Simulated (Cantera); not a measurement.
**Al + I₂ + H₂ (aluminium and copper etching)**

A closed system holds: 1 mol Al, 0.37 mol I₂, 5 mol H₂, at 0.000240 bar.

Equilibrium computed with Cantera from the NASA thermochemical tables; the gas is ideal and each condensed phase is pure. Candidate condensed phases: Al, AlI₃, I₂; 11 gas species. Equilibrium is a limit: real reactors are often held back by kinetics, nucleation or transport.

| T (K) | log p H₂ | log p AlI | log p AlI₃ | log p Al₂I₆ | log p HI | log p I | log p Al | log p H | n Al(s) | n Al(l) |
|---|---|---|---|---|---|---|---|---|---|---|
| 550 | -3.64 | -8.82 | -4.95 | -7.81 | -10.75 | -14.45 | <-15 | <-15 | 0.753 | 0 |
| 625 | -3.64 | -7.34 | -4.95 | -8.92 | -9.73 | -12.49 | <-15 | <-15 | 0.753 | 0 |
| 700 | -3.64 | -6.18 | -4.96 | -9.81 | -8.93 | -10.95 | <-15 | -15.42 | 0.744 | 0 |
| 775 | -3.65 | -5.27 | -5.03 | -10.64 | -8.31 | -9.73 | -15.19 | -13.83 | 0.674 | 0 |
| 850 | -3.67 | -4.66 | -5.48 | -12.11 | -7.93 | -8.86 | -13.25 | -12.52 | 0.413 | 0 |
| 925 | -3.68 | -4.51 | -6.95 | -15.51 | -7.98 | -8.48 | -11.63 | -11.42 | 0.266 | 0 |
| 1000 | -3.68 | -4.51 | -8.47 | <-15 | -8.09 | -8.24 | -10.30 | -10.48 | 0 | 0.260 |
log p: log10 of the partial pressure in bar; n: condensed amount in mol.

From 550 K to 925 K the condensed part is Al(s). At 1000 K the condensed part is Al(l). The main Al-bearing gas is AlI₃ at 550 K and AlI at 1000 K.
